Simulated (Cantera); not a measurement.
Feed: 1 mol PbO, 2.4 mol CH4, 0.88 mol CO, at 2623.15 K and 75.0 Torr.

Method: chemical equilibrium by Gibbs-energy minimisation in Cantera with the NASA 1993 tables (ideal gas, pure condensed phases). Candidate condensed phases: C, C6H6, C7H8, C8H18, H2O, Pb, PbO, PbO2, Pb3O4; 113 gas species. The numbers say what is thermodynamically allowed, not how fast it happens.

Problem. What is the equilibrium state?

Solution. 
- x(H2) = 0.536
- x(CO) = 0.233
- x(Pb) = 0.124
- x(H) = 0.0976
- x(C2H2 (acetylene)) = 0.00950
- x(C2H) = 0.000159
- x(C4H2) = 6.99e-5
- x(C3) = 3.08e-5
- x(CH3) = 1.13e-5
- n(C(graphite)) = 1.24 mol
- gas amount = 8.075 mol
- log10 activity of Pb(l) (absent) = -2.96
